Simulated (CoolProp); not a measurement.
R114 along the isotherm 444.5 K: density (kg/m³) from the reference equation and from simpler models built on Tc = 420.6 K, pc = 3.352 MPa, ω = 0.252; each cubic takes its own stable root.

Computed with CoolProp (reference Helmholtz-energy equation of state, Platzer 1990). This equation is an older, rougher fit.

```csv
p (MPa),phase,reference,ideal gas,Peng-Robinson
0.105,gas,4.899,4.856,4.905
0.21,gas,9.888,9.712,9.911
0.314,gas,[?],14.52,14.97
0.419,gas,20.10,19.38,20.20
0.524,gas,25.38,24.23,25.53
0.629,gas,30.78,[?],30.99
0.733,gas,36.23,33.90,36.52
0.838,gas,41.85,38.76,[?]
0.943,gas,47.60,43.61,48.09
1.05,gas,53.60,48.56,54.21
1.15,gas,[?],53.18,60.07
1.26,gas,65.81,58.27,66.69
1.36,gas,71.84,62.90,[?]
1.47,gas,78.66,67.98,[?]
1.57,gas,85.03,72.61,86.40
1.68,gas,92.23,77.70,93.82
```

### Question
Fill in the missing entries.

### Answer

- 0.314, reference: 14.92
- 0.629, ideal gas: 29.09
- 0.838, Peng-Robinson: 42.23
- 1.15, reference: 59.34
- 1.36, Peng-Robinson: 72.87
- 1.47, Peng-Robinson: 79.86
